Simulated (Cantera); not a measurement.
An isothermal, constant-pressure homogeneous reactor starts with 15.4 % NO, 84.6 % N₂, at 1750 K and 1.60 bar.

Computed with Cantera and GRI-Mech 3.0 (53 species, 325 reactions).

Question: Predict: x(NO) at 10.0 s; x(O₂) at 10.0 s; x(O) at 10.0 s; x(N₂) at 10.0 s; x(NO₂) at 10.0 s; x(N₂O) at 10.0 s.

Answer: 
| Property | Value |
|---|---|
| x(NO) at 10.0 s | 0.0825 (gas-phase equilibrium 0.00228) |
| x(O₂) at 10.0 s | 0.0356 (gas-phase equilibrium 0.0758) |
| x(O) at 10.0 s | 1.14e-5 (gas-phase equilibrium 1.64e-5) |
| x(N₂) at 10.0 s | 0.882 (gas-phase equilibrium 0.922) |
| x(NO₂) at 10.0 s | 0.000121 (gas-phase equilibrium 4.82e-6) |
| x(N₂O) at 10.0 s | 2.94e-6 (gas-phase equilibrium 1.80e-7) |
